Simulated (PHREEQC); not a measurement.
1 kg of water holding 0.26 mol Na2CO3 meets 20 L of dry gas (CO2 1 by moles) at fixed total pressure, at 10 atm; fugacities by Peng-Robinson. The gases take part in no redox reaction, some water evaporates into the gas, and hydrates or a liquid gas phase aren't modelled. No solid was allowed to form.

The numbers come from PHREEQC with the Pitzer model, pitzer.dat.

| T (°C) | dissolved CO2 (all carbonate carbon) (mol/kgw) | φ of CO2 | pH |
|---|---|---|---|
| 10 | 0.973 | 0.936 | 6.30 |
| 20 | ? | 0.942 | 6.34 |
| 30 | ? | 0.948 | 6.39 |
| 40 | ? | 0.953 | 6.45 |
| 50 | ? | 0.957 | 6.51 |
| 60 | ? | 0.961 | 6.58 |
| 70 | 0.645 | 0.965 | 6.65 |
| 80 | ? | 0.968 | 6.73 |
| 90 | 0.620 | 0.971 | 6.81 |

Problem. What belongs in the gaps?

Solution. 
- 20, dissolved CO2 (all carbonate carbon) (mol/kgw): 0.856
- 30, dissolved CO2 (all carbonate carbon) (mol/kgw): 0.780
- 40, dissolved CO2 (all carbonate carbon) (mol/kgw): 0.728
- 50, dissolved CO2 (all carbonate carbon) (mol/kgw): 0.691
- 60, dissolved CO2 (all carbonate carbon) (mol/kgw): 0.665
- 80, dissolved CO2 (all carbonate carbon) (mol/kgw): 0.631

Constants without temperature data keep their 25 °C values here.
